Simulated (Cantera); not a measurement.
## MgO + N2 (sublimation and decomposition of ceramics)

Input: 1 mol MgO, 2 mol N2, at 2650 K and 1.50 Pa.

Cantera equilibrium calculation (NASA polynomials, part measured and part estimated; ideal gas, pure solids and liquids). Candidate condensed phases: Mg, MgO; 13 gas species. The numbers say what is thermodynamically allowed, not how fast it happens.

| Property | Value |
|---|---|
| x(N2) | 0.500 |
| x(Mg) | 0.250 |
| x(O) | 0.247 |
| x(NO) | 0.00168 |
| x(O2) | 0.00108 |
| x(N) | 0.000198 |
| x(MgO) | 5.22e-5 |
| gas amount | 3.993 mol |
| log10 activity of Mg(l) (absent) | -7.68 |
